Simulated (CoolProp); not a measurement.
Carbonyl sulfide along the isobar 6770 kPa: Z from the reference equation and from simpler models built on Tc = 378.8 K, pc = 6369 kPa, ω = 0.098; each cubic takes its own stable root.

Values from CoolProp's reference Helmholtz-energy equation of state, Lemmon 2006. It is a short technical equation, of lower accuracy than the large ones.

| T (K) | phase | reference |
|---|---|---|
| 162 | liquid | 0.2315 |
| 210.1 | liquid | 0.1924 |
| 258.3 | liquid | 0.1708 |
| 306.4 | liquid | 0.1615 |
| 354.5 | liquid | 0.1690 |
| 402.7 | supercritical | 0.6005 |
| 450.8 | supercritical | 0.7690 |
| 499 | supercritical | 0.8480 |

Q: How far does each simpler model (van der Waals, Redlich-Kwong, Soave-Redlich-Kwong, Peng-Robinson) lie from the reference over these 8 states: mean and median of the absolute difference, and the worst?

A: 
- van der Waals: mean 33.7 %, median 50.7 %, worst +56.0 % at 162 K and 6770 kPa
- Redlich-Kwong: mean 5.3 %, median 5.2 %, worst +15.0 % at 354.5 K and 6770 kPa
- Soave-Redlich-Kwong: mean 5.1 %, median 5.2 %, worst +13.5 % at 354.5 K and 6770 kPa
- Peng-Robinson: mean 4.1 %, median 4.0 %, worst -6.8 % at 210.1 K and 6770 kPa
